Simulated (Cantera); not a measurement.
Input: 1 mol Fe2O3, 2.3 mol Cl2, equilibrated at 0.00133 bar.

Method: chemical equilibrium by Gibbs-energy minimisation in Cantera with the NASA 1993 tables (ideal gas, pure condensed phases). Candidate condensed phases: Fe, FeCl2, FeCl3, FeO, Fe2O3, Fe3O4; 13 gas species. Equilibrium is a limit: real reactors are often held back by kinetics, nucleation or transport.

Question: At 1350 K, list the 6 most abundant gas species with their mole fractions, and the condensed phases.

Answer: FeCl2 0.452, O2 0.362, Cl 0.110, Cl2 0.0446, FeCl3 0.0314, ClO 7.35e-5. Condensed: Fe2O3(s).
